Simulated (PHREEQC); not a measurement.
**Buffer: an equilibrium model**

Solution (25 °C): 0.12 mol/kgw HF and 0.054 mol/kgw Na2HPO4. Closed to the air; pH follows from the charge balance.

The numbers come from PHREEQC with the ion-association model, phreeqc.dat.

No solid was allowed to form.

**Question.** Estimate the pH, density.

**Answer.** pH 3.03; density 1.004 g/cm³.

**Question.** In which forms is P present?

**Answer.** H2PO4- 91 %, H3PO4 9.5 % of the P.

Species that the database lacks are ignored.
